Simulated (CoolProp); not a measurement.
n-perfluorohexane at 298.15 K and 0.0139 MPa is compressed adiabatically to 0.0351 MPa with isentropic efficiency 0.9. Each further row changes one setting.

Values from CoolProp's reference Helmholtz-energy equation of state, Gao 2022.

```tsv
case	work (kJ/kg)	final temperature (K)	final density (kg/m³)
as stated	7.52	307.8	4.76
efficiency 1	6.77	306.9	4.78
efficiency 0.65	10.4	311.2	4.71
```
